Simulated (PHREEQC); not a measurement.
**Metal-bearing waste water: speciation**

Dissolve 0.16 mol FeCl3 and 0.0015 mol H2SO4 per kg of water at 25 °C. It is in equilibrium with CO2 at log p = -2 (atm). Otherwise closed; pH follows from the charge balance.

Model: ion-association model, wateq4f.dat, run in PHREEQC.

Each row changes one thing in this solution. Precipitation was switched off in this run.

| case | pH | ionic strength (mol/kgw) | Cl- (mol/kgw) | FeCl+2 (mol/kgw) | Fe+3 (mol/kgw) | FeCl2+ (mol/kgw) | SI of Fe(OH)3(a) (Fe(OH)3) | SI of Goethite (FeOOH) |
|---|---|---|---|---|---|---|---|---|
| as made | 1.83 | 0.565 | 0.345 | 0.0866 | 0.0317 | 0.0237 | -1.99 | +3.90 |
| diluted 10-fold with water | 2.21 | 0.0794 | [?] | 0.00300 | 0.00586 | 0.000237 | -1.19 | +4.70 |
| H2SO4 from 0.0015 to 0.00225 mol/kgw | 1.81 | 0.564 | 0.345 | 0.0867 | 0.0318 | 0.0237 | -2.03 | +3.87 |
| FeCl3 from 0.16 to 0.24 mol/kgw | 1.85 | 0.773 | 0.487 | 0.139 | 0.0376 | 0.0454 | -1.89 | +4.00 |
| diluted 2-fold with water | 1.87 | 0.329 | 0.191 | 0.0354 | 0.0216 | [?] | -1.92 | +3.97 |

Question: Some entries are withheld; supply them.

Answer: 
- diluted 10-fold with water, Cl- (mol/kgw): 0.0445
- diluted 2-fold with water, FeCl2+ (mol/kgw): 0.00694

The ionic strength passes 0.7 mol/kgw, the rough limit of the ion-association models, in FeCl3 from 0.16 to 0.24 mol/kgw. Species that the database lacks are ignored. Some of these states are supersaturated (in Hematite (slow to form), Goethite (slow to form), for instance).
